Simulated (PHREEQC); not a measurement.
Consider water at 25 °C with 0.043 mol/kgw NaH2PO4 and 0.26 mol/kgw K2HPO4. Closed to the air; pH follows from the charge balance.

The numbers come from PHREEQC with the ion-association model, wateq4f.dat.

```tsv
quantity	before	after
pH	7.36	7.28
ionic strength (mol/kgw)	0.745	1.09
K+ (mol/kgw)	0.484	0.491
HPO4-2 (mol/kgw)	0.221	0.203
H2PO4- (mol/kgw)	0.0430	0.0430
```

Which change was made?
(A) diluted 100-fold with water
(B) NaH2PO4 from 0.043 to 0.43 mol/kgw
(C) 0.41 mol/kgw NaF added
(D) diluted 2-fold with water
(E) K2HPO4 replaced by KHSO4 at the same molality

C, 0.41 mol/kgw NaF added

No solid was allowed to form. The ionic strength passes 0.7 mol/kgw, the rough limit of the ion-association models, in every such run. H3PO4, which wateq4f.dat lacks, is added to it with the constant of phreeqc.dat.
